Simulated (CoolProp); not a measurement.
Saturation properties of toluene (Tc = 318.6 °C, pc = 4126 kPa, ω = 0.266).

Values from CoolProp's reference Helmholtz-energy equation of state, Lemmon 2006. It is a short technical equation, of lower accuracy than the large ones.

| T (°C) | p (kPa) | liquid cp (kJ/(kg K)) | liquid conductivity (mW/(m K)) |
|---|---|---|---|
| 53.95 | 14.51 | 1.797 | 122 |
| 62.15 | 20.18 | 1.826 | 120 |
| 70.35 | 27.54 | 1.855 | 118 |
| 78.55 | 36.96 | 1.884 | 116 |
| 86.75 | 48.82 | 1.914 | 113 |
| 94.95 | 63.55 | 1.944 | 111 |
| 103.25 | 81.85 | 1.975 | 109 |
| 111.45 | 103.8 | 2.006 | 107 |
| 119.65 | 130.1 | 2.038 | 105 |
| 127.85 | 161.4 | 2.069 | 103 |
| 136.05 | 198.2 | 2.102 | 101 |
| 144.25 | 241.2 | 2.135 | 99.1 |
| 152.45 | 291.0 | 2.168 | 97.3 |
| 160.75 | 349.0 | 2.202 | 95.4 |
| 168.95 | 414.6 | 2.237 | 93.7 |

It boils at 110.6 °C under 1 atm.

Thermal conductivity comes from a separate model (Assael 2012).
